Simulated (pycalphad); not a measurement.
Computed with pycalphad from the COST 507 light-alloy database (1999), at 1 atm. The data set is of 1999 and partly superseded. Amounts are mole fractions of atoms.

Give the equilibrium state of Si-7.829Sn (wt.%) at 1077 °C.

DIAMOND_A4, fraction 0.979, with <0.01 Sn wt.%; LIQUID, fraction 0.021, with 98.7 Sn wt.%.

Give the equilibrium state of Si-7.829Sn (wt.%) at 227 °C.

DIAMOND_A4, fraction 0.980, with <0.01 Sn wt.%; BCT_A5, fraction 0.020, with 100 Sn wt.%.

DIAMOND_A4 is diamond (Si); BCT_A5 is bct (Sn).
